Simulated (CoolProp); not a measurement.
Vapour-liquid equilibrium of carbonyl sulfide (1) + propane (2) at 343.7 K; x and y are mole fractions of (1).

Computed with CoolProp (multi-fluid Helmholtz-energy mixture model, Lemmon 2006 and Lemmon 2009; pair parameters Bell 2016).

```json
[
 {"x": "0.05", "bubble pressure, mixture model (MPa)": "2.664", "bubble pressure, Raoult's law (MPa)": "2.655", "y, mixture model": "…", "y, Raoult's law": "0.065"},
 {"x": "0.15", "bubble pressure, mixture model (MPa)": "…", "bubble pressure, Raoult's law (MPa)": "2.736", "y, mixture model": "0.172", "y, Raoult's law": "0.188"},
 {"x": "0.25", "bubble pressure, mixture model (MPa)": "…", "bubble pressure, Raoult's law (MPa)": "2.817", "y, mixture model": "0.279", "y, Raoult's law": "0.304"},
 {"x": "0.35", "bubble pressure, mixture model (MPa)": "2.918", "bubble pressure, Raoult's law (MPa)": "2.898", "y, mixture model": "0.382", "y, Raoult's law": "0.414"},
 {"x": "0.45", "bubble pressure, mixture model (MPa)": "2.993", "bubble pressure, Raoult's law (MPa)": "2.979", "y, mixture model": "0.483", "y, Raoult's law": "0.517"},
 {"x": "0.55", "bubble pressure, mixture model (MPa)": "…", "bubble pressure, Raoult's law (MPa)": "3.061", "y, mixture model": "…", "y, Raoult's law": "0.616"},
 {"x": "0.65", "bubble pressure, mixture model (MPa)": "3.140", "bubble pressure, Raoult's law (MPa)": "3.142", "y, mixture model": "0.680", "y, Raoult's law": "0.709"},
 {"x": "0.75", "bubble pressure, mixture model (MPa)": "3.216", "bubble pressure, Raoult's law (MPa)": "3.223", "y, mixture model": "…", "y, Raoult's law": "0.797"},
 {"x": "0.85", "bubble pressure, mixture model (MPa)": "3.296", "bubble pressure, Raoult's law (MPa)": "3.304", "y, mixture model": "0.868", "y, Raoult's law": "0.881"},
 {"x": "0.95", "bubble pressure, mixture model (MPa)": "3.381", "bubble pressure, Raoult's law (MPa)": "3.385", "y, mixture model": "0.957", "y, Raoult's law": "0.961"}
]
```

Task: Complete the blanks.

Result: 
- 0.05, y, mixture model: 0.059
- 0.15, bubble pressure, mixture model (MPa): 2.756
- 0.25, bubble pressure, mixture model (MPa): 2.840
- 0.55, bubble pressure, mixture model (MPa): 3.066
- 0.55, y, mixture model: 0.582
- 0.75, y, mixture model: 0.775

The largest gap from Raoult's law is +0.8 % in bubble pressure, at x = 0.25. No azeotrope shows between x = 0.05 and 0.95.

Pair parameters are fitted to limited data, so mixtures are less certain than the pure fluids.
